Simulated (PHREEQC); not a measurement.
# Phosphoric acid bath (model solution)

A solution holds 44 mmol/kgw KH2PO4 and 1.7 mmol/kgw HF, at 25 °C. Closed to the air; pH follows from the charge balance.

Model: ion-association model, phreeqc.dat, run in PHREEQC.

Each row changes one thing in this solution. No solid was allowed to form.

```json
[
 {"case": "as made", "pH": "3.67", "ionic strength (mol/kgw)": "0.0443", "F- (mol/kgw)": "0.00135", "HF (mol/kgw)": "0.000351", "HF2- (mol/kgw)": "1.81e-6"},
 {"case": "KH2PO4 left out", "pH": "3.11", "ionic strength (mol/kgw)": "0.000800", "F- (mol/kgw)": "0.000797", "HF (mol/kgw)": "0.000897", "HF2- (mol/kgw)": "2.74e-6"},
 {"case": "HF from 0.0017 to 0.0034 mol/kgw", "pH": "3.43", "ionic strength (mol/kgw)": "0.0445", "F- (mol/kgw)": "0.00232", "HF (mol/kgw)": "0.00106", "HF2- (mol/kgw)": "9.42e-6"},
 {"case": "HF from 0.0017 to 0.0085 mol/kgw", "pH": "3.13", "ionic strength (mol/kgw)": "0.0449", "F- (mol/kgw)": "0.00441", "HF (mol/kgw)": "0.00396", "HF2- (mol/kgw)": "6.69e-5"},
 {"case": "KH2PO4 replaced by KF at the same molality", "pH": "4.57", "ionic strength (mol/kgw)": "0.0440", "F- (mol/kgw)": "0.0438", "HF (mol/kgw)": "0.00143", "HF2- (mol/kgw)": "0.000240"},
 {"case": "KH2PO4 replaced by NaH2PO4 at the same molality", "pH": "3.67", "ionic strength (mol/kgw)": "0.0442", "F- (mol/kgw)": "0.00133", "HF (mol/kgw)": "0.000347", "HF2- (mol/kgw)": "1.77e-6"},
 {"case": "KH2PO4 replaced by K2HPO4 at the same molality", "pH": "8.23", "ionic strength (mol/kgw)": "0.126", "F- (mol/kgw)": "0.00170", "HF (mol/kgw)": "1.09e-8", "HF2- (mol/kgw)": "7.07e-11"}
]
```
